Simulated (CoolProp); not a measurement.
Vapour-liquid equilibrium of n-heptane (1) + o-xylene (2) at 0.0117 MPa; x and y are mole fractions of (1).

Values from CoolProp's multi-fluid Helmholtz-energy mixture model, Span 2003 and Zhou 2012; pair parameters Bell 2016.

```
x     bubble temperature, mixture model (°C)  bubble temperature, Raoult's law (°C)  y, mixture model  y, Raoult's law
----  --------------------------------------  -------------------------------------  ----------------  ---------------
0.05                                    71.8                                   73.8                 …            0.198
0.2                                        …                                   63.9                 …            0.556
0.35                                       …                                   56.7             0.761            0.739
0.5                                     48.9                                   51.2             0.844            0.846
0.65                                       …                                   46.7                 …            0.913
0.8                                        …                                   42.9             0.947            0.959
0.95                                    39.7                                   39.8                 …            0.991
```

Task: What belongs in the gaps?

Result: 
- 0.05, y, mixture model: 0.258
- 0.2, bubble temperature, mixture model (°C): 60.2
- 0.2, y, mixture model: 0.615
- 0.35, bubble temperature, mixture model (°C): 53.5
- 0.65, bubble temperature, mixture model (°C): 45.4
- 0.65, y, mixture model: 0.902
- 0.8, bubble temperature, mixture model (°C): 42.4
- 0.95, y, mixture model: 0.987

The largest gap from Raoult's law is -3.7 K in bubble temperature, at x = 0.2. No azeotrope shows between x = 0.05 and 0.95.

The pair parameters rest on a limited set of measurements; away from them the model extrapolates.
